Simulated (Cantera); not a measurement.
An isothermal, constant-pressure homogeneous reactor starts with C2H6 : N2 = 1 : 17 (molar parts), at 1250 K and 4900 Pa. Integrator tolerance rtol = 1e-08.

Cantera simulation using GRI-Mech 3.0 (53 species, 325 reactions); the numbers are that mechanism's predictions, not measurements. GRI-Mech 3.0 stops at C3 and has no aromatics, soot or wall deposition, so with more carbon than oxygen in the feed, carbon stays in small species such as C2H2 where larger ones or solid carbon would form. Radical loss at walls, strong at low pressure, is not modelled.

Question: What does this change do: temperature 1250 to 1950 K?

Answer: 
```tsv
quantity	before	after
x(C2H6) at 6.00 s	2.70e-6 (gas-phase equilibrium 2.22e-7)	2.36e-12 (gas-phase equilibrium 1.86e-12)
x(H2) at 6.00 s	0.0755 (gas-phase equilibrium 0.0932)	0.0991 (gas-phase equilibrium 0.0991)
x(H) at 6.00 s	6.30e-7 (gas-phase equilibrium 6.71e-7)	0.00164 (gas-phase equilibrium 0.00164)
x(CH3) at 6.00 s	1.74e-6 (gas-phase equilibrium 6.23e-7)	8.78e-7 (gas-phase equilibrium 1.23e-6)
x(HCN) at 6.00 s	3.26e-9 (gas-phase equilibrium 0.0512)	0.000234 (gas-phase equilibrium 0.0717)
x(CH2) at 6.00 s	8.10e-12 (gas-phase equilibrium 2.50e-12)	1.82e-8 (gas-phase equilibrium 2.57e-8)
```

Question: What does this change do: temperature 1250 to 1325 K?

Answer: 
| quantity | before | after |
|---|---|---|
| x(C2H6) at 6.00 s | 2.70e-6 (gas-phase equilibrium 2.22e-7) | 9.50e-7 (gas-phase equilibrium 3.94e-8) |
| x(H2) at 6.00 s | 0.0755 (gas-phase equilibrium 0.0932) | 0.0803 (gas-phase equilibrium 0.0976) |
| x(H) at 6.00 s | 6.30e-7 (gas-phase equilibrium 6.71e-7) | 1.36e-6 (gas-phase equilibrium 2.32e-6) |
| x(CH3) at 6.00 s | 1.74e-6 (gas-phase equilibrium 6.23e-7) | 4.43e-6 (gas-phase equilibrium 7.40e-7) |
| x(HCN) at 6.00 s | 3.26e-9 (gas-phase equilibrium 0.0512) | 2.32e-8 (gas-phase equilibrium 0.0553) |
| x(CH2) at 6.00 s | 8.10e-12 (gas-phase equilibrium 2.50e-12) | 4.79e-11 (gas-phase equilibrium 1.13e-11) |
